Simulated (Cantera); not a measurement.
Mixture: CH₄ : CO : O₂ : N₂ = 1 : 0.13 : 2.49 : 9.35 (molar parts), at 7.20 atm, adiabatic and at constant pressure. Ignition delay is the time to a rise of 400 K.

Model: GRI-Mech 3.0 (53 species, 325 reactions), integrated in Cantera.

Predict: delay at 1048 K; delay at 1198 K; delay at 1348 K; delay at 1498 K; delay at 1648 K; apparent activation energy between 1498 and 1648 K.


| Quantity | Value |
|---|---|
| delay at 1048 K | 65.1 ms |
| delay at 1198 K | 7.12 ms |
| delay at 1348 K | 1.15 ms |
| delay at 1498 K | 0.238 ms |
| delay at 1648 K | 62.1 µs |
| apparent activation energy between 1498 and 1648 K | 180 kJ/mol |
